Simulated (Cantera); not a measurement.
Thermodynamics of silicon oxide and oxynitride deposition, feed TEOS + NO

Charge: 1 mol TEOS, 4.2 mol NO, held at 0.0100 bar.

Method: chemical equilibrium by Gibbs-energy minimisation in Cantera with the NASA 1993 tables (ideal gas, pure condensed phases). Candidate condensed phases: C, C₆H₆, C₇H₈, C₈H₁₈, H₂O, Si, SiC, SiO₂, Si₂N₂O, Si₃N₄; 151 gas species. The feed counts by its element totals alone. Mutual solubility and eutectic melting of coexisting phases are not modelled. The tables hold silica as quartz up to 1696 K and as liquid above; real silica turns to tridymite and cristobalite and melts near 1996 K. Kinetics and transport are ignored.

| T (K) | log p H₂ | log p CO | log p N₂ | log p SiO | log p H | log p HCN | log p H₂O | log p CH₄ | n C(graphite) | n SiO₂(β-quartz) | n Si₂N₂O(s) | n SiC(s) |
|---|---|---|---|---|---|---|---|---|---|---|---|---|
| 1148 | -2.26 | -2.47 | -2.94 | -10.80 | -8.28 | -6.99 | -6.05 | -6.15 | 1.80 | 1.00 | 0 | 0 |
| 1223 | -2.26 | -2.47 | -2.94 | -8.89 | -7.65 | -6.62 | -6.43 | -6.40 | 1.80 | 1.000 | 0 | 0 |
| 1298 | -2.29 | -2.40 | -3.08 | -7.39 | -7.11 | -6.38 | -6.72 | -6.67 | 0.299 | 0 | 0.500 | 0 |
| 1373 | -2.29 | -2.40 | -3.08 | -6.47 | -6.62 | -6.08 | -7.01 | -6.87 | 0.299 | 0 | 0.500 | 0 |
| 1448 | -2.29 | -2.40 | -3.08 | -5.66 | -6.18 | -5.82 | -7.28 | -7.05 | 0.299 | 0 | 0.498 | 0 |
| 1523 | -2.29 | -2.40 | -3.06 | -4.89 | -5.78 | -5.67 | -7.44 | -7.31 | 0 | 0 | 0.385 | 0.205 |
| 1598 | -2.30 | -2.41 | -3.04 | -4.06 | -5.42 | -5.80 | -7.31 | -7.82 | 0 | 0 | 0.286 | 0.255 |
log p: log10 of the partial pressure in bar; n: condensed amount in mol.

From 1148 K to 1223 K the condensed part is C(graphite) + SiO₂(β-quartz). From 1298 K to 1448 K the condensed part is C(graphite) + Si₂N₂O(s). From 1523 K to 1598 K the condensed part is SiC(s) + Si₂N₂O(s).
